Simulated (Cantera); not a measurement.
Input (Python, Cantera):

```python
import numpy as np
import cantera as ct

gas = ct.Solution("h2o2.yaml")
gas.TPX = 400, 100000, {'H2': 1, 'O2': 0.357, 'N2': 1.34}
inlet = ct.Reservoir(gas, clone=True)
gas.equilibrate("HP")  # start burning
reactor = ct.IdealGasConstPressureReactor(gas, energy="on", clone=False)
exhaust = ct.Reservoir(gas, clone=True)
tau = [0.08, 0.034, 0.014, 0.0061, 0.0026, 0.0011, 0.00047, 0.0002, 8.4e-05, 3.6e-05, 1.5e-05, 6.4e-06][0]
for a, b in ((inlet, reactor), (reactor, exhaust)):
    ct.MassFlowController(a, b, mdot=lambda t: reactor.mass / tau)
net = ct.ReactorNet([reactor])
show = ['H2', 'O2', 'HO2', 'H2O', 'O', 'H2O2', 'OH']

rows = []
print(f"{'tau/s':>10s}{'T/K':>9s}" + "".join(f"{s:>11s}" for s in show))
for tau in [0.08, 0.034, 0.014, 0.0061, 0.0026, 0.0011, 0.00047, 0.0002, 8.4e-05, 3.6e-05, 1.5e-05, 6.4e-06]:
    net.initial_time = 0.0
    net.advance(30 * tau)
    before = gas.X
    net.advance(40 * tau)
    drift = np.max(np.abs(gas.X - before) / (gas.X + 1e-9))
    rows.append([gas.T, *gas[show].X, drift])
    print(f"{tau:10.3e}{gas.T:9.1f}" + "".join(f"{x:11.3e}" for x in gas[show].X))
```

Result:

```
     tau/s      T/K         H2         O2        HO2        H2O          O       H2O2         OH
 8.000e-02   2345.0  1.203e-01  9.975e-05  6.161e-08  3.011e-01  7.931e-05  1.712e-08  2.455e-03
 3.400e-02   2333.0  1.200e-01  1.569e-04  9.986e-08  3.001e-01  1.186e-04  2.409e-08  2.967e-03
 1.400e-02   2310.7  1.193e-01  2.805e-04  1.877e-07  2.983e-01  2.097e-04  3.760e-08  3.864e-03
 6.100e-03   2276.8  1.184e-01  5.109e-04  3.515e-07  2.956e-01  3.882e-04  5.853e-08  5.092e-03
 2.600e-03   2224.2  1.172e-01  9.583e-04  6.534e-07  2.914e-01  7.439e-04  9.201e-08  6.697e-03
 1.100e-03   2147.7  1.156e-01  1.768e-03  1.177e-06  2.854e-01  1.388e-03  1.478e-07  8.458e-03
 4.700e-04   2044.8  1.136e-01  3.087e-03  2.056e-06  2.778e-01  2.396e-03  2.496e-07  9.917e-03
 2.000e-04   1913.6  1.112e-01  5.104e-03  3.575e-06  2.685e-01  3.755e-03  4.601e-07  1.056e-02
 8.400e-05   1755.9  1.091e-01  8.209e-03  6.403e-06  2.577e-01  5.249e-03  9.239e-07  9.954e-03
 3.600e-05   1583.5  1.115e-01  1.370e-02  1.246e-05  2.435e-01  6.370e-03  1.784e-06  8.109e-03
 1.500e-05   1365.8  1.452e-01  3.160e-02  3.473e-05  2.065e-01  6.134e-03  2.842e-06  5.015e-03
 6.400e-06    400.0  3.708e-01  1.324e-01 -3.364e-18 -1.741e-16 -8.476e-20 -2.072e-19 -5.426e-22
```

Cantera simulation using the H2/O2 subset of GRI-Mech 3.0, which has no nitrogen chemistry; the numbers are that mechanism's predictions, not measurements.
